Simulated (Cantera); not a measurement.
# Si + Cl2 + H2 (chlorosilane synthesis and conversion)

Feed: 1 mol Si, 0.57 mol Cl2, 4.4 mol H2, at 677 °C and 3000 Torr.

These are equilibrium values from Cantera (NASA tables, ideal gas, pure condensed phases), not measurements of a reactor. Candidate condensed phases: Si; 19 gas species. The tables' values for SiCl3 are old estimates; treat these amounts as uncertain. Rates play no part.

```json
{
  "x(H2)": "0.925",
  "x(SiHCl3)": "0.0346",
  "x(SiCl4)": "0.0324",
  "x(HCl)": "0.00397",
  "x(SiH2Cl2)": "0.00375",
  "x(SiCl3)": "0.000159",
  "x(SiH3Cl)": "0.000102",
  "x(SiCl2)": "2.61e-5",
  "x(SiH4)": "1.22e-6",
  "n(Si(s))": "0.670 mol",
  "gas_amount": "4.641 mol"
}
```
